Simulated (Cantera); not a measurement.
## Ignition delay

Mixture: CO : H₂ : O₂ : N₂ = 1 : 0.73 : 1.27 : 4.78 (molar parts), equivalence ratio 0.68, at 101000 Pa, adiabatic and at constant volume. Ignition delay is the time to a rise of 400 K.

Computed with Cantera and GRI-Mech 3.0 (53 species, 325 reactions). Where the delays flatten at high temperature, the 400 K rule measures the pace of heat release, not the induction time.

| T0 (K) | delay (ms) |
|---|---|
| 1250 | 0.0497 |
| 1325 | 0.0389 |
| 1400 | 0.0326 |
| 1475 | 0.0290 |
| 1550 | 0.0271 |
| 1625 | 0.0263 |
| 1700 | 0.0266 |
| 1775 | 0.0277 |
| 1850 | 0.0296 |
